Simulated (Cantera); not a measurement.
## NO annealing gas

An isothermal, constant-pressure homogeneous reactor starts with 54.2 % NO, 45.8 % N₂, at 1850 K and 26.3 Torr.

Cantera simulation using GRI-Mech 3.0 (53 species, 325 reactions); the numbers are that mechanism's predictions, not measurements. Radical loss at walls, strong at low pressure, is not modelled.

```tsv
t (s)	x NO	x N₂O	x N₂	x O₂	x NO₂	x O
5.00e-5	0.542	1.84e-7	0.458	6.06e-11	3.39e-10	1.84e-7
0.000172	0.542	6.31e-7	0.458	7.14e-10	3.96e-9	6.30e-7
0.000592	0.542	2.16e-6	0.458	8.43e-9	4.57e-8	2.15e-6
0.00204	0.542	7.26e-6	0.458	1.00e-7	4.92e-7	7.21e-6
0.00701	0.542	2.32e-5	0.458	1.31e-6	4.31e-6	2.35e-5
0.0241	0.541	6.24e-5	0.458	2.38e-5	2.04e-5	6.96e-5
0.0830	0.541	0.000105	0.459	0.000262	3.16e-5	0.000109
0.285	0.539	0.000111	0.460	0.00126	3.48e-5	0.000117
0.982	0.532	0.000106	0.463	0.00477	4.28e-5	0.000134
3.38	0.507	9.31e-5	0.476	0.0171	6.27e-5	0.000179
11.6	0.423	5.99e-5	0.517	0.0589	9.29e-5	0.000277
40.0	0.216	1.39e-5	0.621	0.163	7.95e-5	0.000428
```
x: mole fraction; the columns are a selection and need not sum to one.

Equilibrium at this temperature and pressure: NO 0.00534, N₂O 5.47e-8, N₂ 0.726, O₂ 0.268, NO₂ 2.55e-6, O 0.000537 (gas phase only).
